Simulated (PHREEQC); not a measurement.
Consider water at 30 °C with 0.018 mol HF, 0.029 mol NH4F, 0.037 mol (NH4)2SiF6 and 0.72 mol H2SO4 per kg of water. Closed to the air; pH follows from the charge balance.

Equilibrium calculation in PHREEQC: ion-association model, phreeqc.dat.

Precipitation was switched off in this run.

Task: Estimate the pH, density, ionic strength.

Result: pH 0.25; density 1.040 g/cm³; ionic strength 0.939 mol/kgw.

Task: In which forms is S present?

Result: HSO4- 92 %, SO4-2 7.5 %, NH4SO4- 1.0 % of the S.

The ionic strength is past about 0.7 mol/kgw, beyond the range of this activity model, so the values are rough. SiF6-2 is the database's only silicon fluoride.
